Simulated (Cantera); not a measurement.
Feed: 1 mol HgO, 0.27 mol O2, 1.2 mol H2, held at 250 °C.

Equilibrium computed with Cantera from the NASA thermochemical tables; the gas is ideal and each condensed phase is pure. Candidate condensed phases: H2O, Hg, HgO; 10 gas species. Rates play no part.

At 0.00130 bar, list the 3 most abundant gas species with their mole fractions, and the condensed phases.

H2O 0.506, Hg 0.422, O2 0.0717. Condensed: gas only.
